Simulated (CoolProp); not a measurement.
R1234yf at several states: Z from the reference equation and from simpler models built on Tc = 367.8 K, pc = 3.384 MPa, ω = 0.276; each cubic takes its own stable root.

Computed with CoolProp (reference Helmholtz-energy equation of state, Lemmon 2022).

```
T (K)  p (MPa)   phase  reference  van der Waals  Redlich-Kwong  Soave-Redlich-Kwong  Peng-Robinson
-----  -------  ------  ---------  -------------  -------------  -------------------  -------------
383.8   0.0426     gas     0.9962         0.9966         0.9962               0.9963         0.9958
149.7    0.961  liquid    0.05845         0.1012        0.06800              0.06704        0.05977
154.9     4.82  liquid     0.2849         0.4886         0.3305               0.3258         0.2906
304.4   0.0105     gas     0.9979         0.9986         0.9982               0.9981         0.9979
158.5    0.073  liquid   0.004259       0.007362       0.004943             0.004862       0.004332
```
